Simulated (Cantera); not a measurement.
Charge: 1 mol FeS, 0.11 mol SO3, 2.8 mol N2, equilibrated at 775 K and 10000 Pa.

Cantera equilibrium calculation (NASA polynomials, part measured and part estimated; ideal gas, pure solids and liquids). Candidate condensed phases: Fe, FeO, FeS, FeSO4, FeS2, Fe2O3, Fe2(SO4)3, Fe3O4, S; 19 gas species. FeS: taken at fixed stoichiometry. Gases not in the tables: S3 to S7. Equilibrium is a limit: real reactors are often held back by kinetics, nucleation or transport.

Base state: N2 0.990, SO2 0.00963, S2 0.000250 (mole fractions); condensed: FeS(s) + FeS2(s) + Fe3O4(s).

Q: What changes in the equilibrium state with this change: temperature from 775 K to 850 K?

A: 
```json
[
 {"species": "N2", "before": "0.990", "after": "0.951"},
 {"species": "SO2", "before": "0.00963", "after": "0.0473"},
 {"species": "S2", "before": "0.000250", "after": "0.00148"},
 {"species": "S2O", "before": "7.33e-6", "after": "5.85e-5"},
 {"species": "FeS(s), mol", "before": "0.505", "after": "0.962"},
 {"species": "FeS2(s), mol", "before": "0.288", "after": "0"},
 {"species": "Fe3O4(s), mol", "before": "0.0689", "after": "0.0128"}
]
```

Q: What changes in the equilibrium state with this change: temperature from 775 K to 1123 K?

A: 
```
species          before     after
-------------  --------  --------
N2                0.990     0.950
SO2             0.00963    0.0441
S2             0.000250   0.00539
SO              2.07e-8   3.31e-5
S2O             7.33e-6  0.000130
FeS(s), mol       0.505     0.948
FeS2(s), mol      0.288         0
Fe3O4(s), mol    0.0689    0.0175
```
Mutual solubility and eutectic melting of coexisting phases are not modelled.
